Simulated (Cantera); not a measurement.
Input (Python, Cantera) and output of one run.

```python
import numpy as np
import cantera as ct

gas_names = """
    CL CL2 H HCL H2 Si SiCL SiCL2 SiCL3 SiCL4 SiH SiHCL3 SiH2 SiH2CL2 SiH3 SiH3CL SiH4 Si2 Si3
""".split()
cond_names = """
    Si(cr) Si(L)
""".split()


def load(file, names, dense=False):
    # The tables refer to 1 bar. Condensed volumes are neglected.
    table = {s.name: s for s in ct.Species.list_from_file(file)}
    out = []
    for n in names:
        d = dict(table[n].input_data)
        d["thermo"] = dict(d["thermo"], **{"reference-pressure": 1e5})
        if dense:
            d["equation-of-state"] = {"model": "constant-volume", "density": "1e6 g/cm^3"}
        out.append(ct.Species.from_dict(d))
    return out


gas = ct.Solution(thermo="ideal-gas", species=load("nasa_gas.yaml", gas_names))
cond = {s.name: ct.Solution(thermo="fixed-stoichiometry", species=[s], name=s.name)
        for s in load("nasa_condensed.yaml", cond_names, dense=True)}
atoms = {
    'Si': {'Si': 1},
    'Cl2': {'CL': 2},
    'H2': {'H': 2},
}
top_T = {}  # K; cautious upper limits of use, not melting points


def equilibrate(T, P, feed):
    n = {}
    for name, mol in feed.items():
        for a, k in atoms[name].items():
            n[a] = n.get(a, 0.0) + k * mol
    gas.TPX = T, P, n
    mass = sum(n.values()) * gas.mean_molecular_weight
    gas.equilibrate("TP")
    valid = [c for c in cond.values() if c.min_temp <= T <= top_T.get(c.name, c.max_temp)]
    mix = ct.Mixture([(gas, mass / gas.mean_molecular_weight)] + [(c, 0.0) for c in valid])
    mix.T, mix.P = T, P
    mix.equilibrate("TP", solver="vcs", rtol=1e-11, max_steps=5000)
    return mix


results = []
T = 650  # K
P = 350000  # Pa
for m in [0.77, 1.1, 1.6, 2.2, 3.2, 4.6, 6.5, 9.3, 13, 19]:
    feed = {'Si': 1, 'Cl2': 1, 'H2': m}  # mol
    mix = equilibrate(T, P, feed)
    results.append((T, P, feed, dict(zip(mix.species_names, mix.species_moles))))

top = {s: max(r[3][s] / sum(r[3][g] for g in gas_names) for r in results) for s in gas_names}
cols = sorted((s for s in top if top[s] > 1e-05), key=lambda s: -top[s])[:6]
seen = [c for c in cond_names if any(r[3].get(c, 0) > 1e-12 for r in results)]
print("log10 of partial pressures in bar; condensed amounts in mol")
print(f"{'n(H2)':>10s}" + "".join(f"{s[:9]:>10s}" for s in cols + seen))
for T, P, feed, n in results:
    ng = sum(n[g] for g in gas_names)
    print(f"{feed['H2']:10.4g}" + "".join(f"{np.log10(max(n[s] / ng * P / 1e5, 1e-99)):10.3f}" for s in cols)
          + "".join(f"{n.get(c, 0):10.4g}" for c in seen))
```

Result:

```
log10 of partial pressures in bar; condensed amounts in mol
     n(H2)        H2     SiCL4    SiHCL3   SiH2CL2       HCL    SiH3CL    Si(cr)
      0.77     0.284     0.010    -0.269    -1.785    -3.527    -3.988    0.4503
       1.1     0.350    -0.112    -0.328    -1.779    -3.525    -3.919    0.4445
       1.6     0.404    -0.254    -0.407    -1.797    -3.533    -3.874    0.4383
       2.2     0.439    -0.384    -0.487    -1.827    -3.548    -3.854    0.4331
       3.2     0.469    -0.546    -0.593    -1.877    -3.573    -3.849     0.427
       4.6     0.491    -0.710    -0.706    -1.938    -3.604    -3.858     0.421
       6.5     0.506    -0.872    -0.820    -2.004    -3.637    -3.876    0.4153
       9.3     0.517    -1.044    -0.943    -2.079    -3.674    -3.902    0.4092
        13     0.524    -1.208    -1.062    -2.153    -3.711    -3.932    0.4034
        19     0.530    -1.397    -1.201    -2.242    -3.756    -3.970    0.3967
```

Equilibrium computed with Cantera from the NASA thermochemical tables; the gas is ideal and each condensed phase is pure.
